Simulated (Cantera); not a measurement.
Mixture: H2 : O2 : N2 = 1 : 0.312 : 2.09 (molar parts), equivalence ratio 1.6, at 240000 Pa, adiabatic and at constant pressure. Ignition delay is the time to a rise of 400 K.

Cantera simulation using the H2/O2 subset of GRI-Mech 3.0, which has no nitrogen chemistry; the numbers are that mechanism's predictions, not measurements. The hydrogen kinetics of GRI-Mech 3.0 are dated; newer H2 mechanisms differ, most at raised pressure. Where the delays flatten at high temperature, the 400 K rule measures the pace of heat release, not the induction time.

**Question.** What does this change do: H2 1 to 0.37 parts?

**Answer.** 
| quantity | before | after |
|---|---|---|
| delay at 1050 K | 0.477 ms | 0.385 ms |
| delay at 1200 K | 32.7 µs | 35.8 µs |
| delay at 1350 K | 15.3 µs | 18.4 µs |
| delay at 1500 K | 9.95 µs | 13.6 µs |
